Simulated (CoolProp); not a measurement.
Vapour-liquid equilibrium of 1-butene (1) + acetone (2) at 359.1 K; x and y are mole fractions of (1).

Computed with CoolProp (multi-fluid Helmholtz-energy mixture model, Lemmon 2005 and Lemmon 2006; pair parameters Bell 2016).

```json
[
 {"x": "0.05", "bubble pressure, mixture model (bar)": "3.679", "bubble pressure, Raoult's law (bar)": "3.102", "y, mixture model": "0.316", "y, Raoult's law": "0.218"},
 {"x": "0.125", "bubble pressure, mixture model (bar)": "5.202", "bubble pressure, Raoult's law (bar)": "3.925", "y, mixture model": "0.532", "y, Raoult's law": "0.431"},
 {"x": "0.2", "bubble pressure, mixture model (bar)": "6.509", "bubble pressure, Raoult's law (bar)": "4.748", "y, mixture model": "0.640", "y, Raoult's law": "0.570"},
 {"x": "0.275", "bubble pressure, mixture model (bar)": "7.608", "bubble pressure, Raoult's law (bar)": "5.571", "y, mixture model": "0.705", "y, Raoult's law": "0.668"},
 {"x": "0.35", "bubble pressure, mixture model (bar)": "8.524", "bubble pressure, Raoult's law (bar)": "6.394", "y, mixture model": "0.748", "y, Raoult's law": "0.740"},
 {"x": "0.425", "bubble pressure, mixture model (bar)": "9.293", "bubble pressure, Raoult's law (bar)": "7.217", "y, mixture model": "0.781", "y, Raoult's law": "0.797"},
 {"x": "0.5", "bubble pressure, mixture model (bar)": "9.952", "bubble pressure, Raoult's law (bar)": "8.040", "y, mixture model": "0.807", "y, Raoult's law": "0.841"},
 {"x": "0.575", "bubble pressure, mixture model (bar)": "10.54", "bubble pressure, Raoult's law (bar)": "8.863", "y, mixture model": "0.830", "y, Raoult's law": "0.878"},
 {"x": "0.65", "bubble pressure, mixture model (bar)": "11.08", "bubble pressure, Raoult's law (bar)": "9.686", "y, mixture model": "0.852", "y, Raoult's law": "0.908"},
 {"x": "0.725", "bubble pressure, mixture model (bar)": "11.61", "bubble pressure, Raoult's law (bar)": "10.51", "y, mixture model": "0.875", "y, Raoult's law": "0.933"},
 {"x": "0.8", "bubble pressure, mixture model (bar)": "12.13", "bubble pressure, Raoult's law (bar)": "11.33", "y, mixture model": "0.901", "y, Raoult's law": "0.955"},
 {"x": "0.875", "bubble pressure, mixture model (bar)": "12.66", "bubble pressure, Raoult's law (bar)": "12.15", "y, mixture model": "0.932", "y, Raoult's law": "0.974"},
 {"x": "0.95", "bubble pressure, mixture model (bar)": "13.19", "bubble pressure, Raoult's law (bar)": "12.98", "y, mixture model": "0.970", "y, Raoult's law": "0.990"}
]
```

The largest gap from Raoult's law is +37.1 % in bubble pressure, at x = 0.2. No azeotrope shows between x = 0.05 and 0.95.

Pair parameters are fitted to limited data, so mixtures are less certain than the pure fluids.
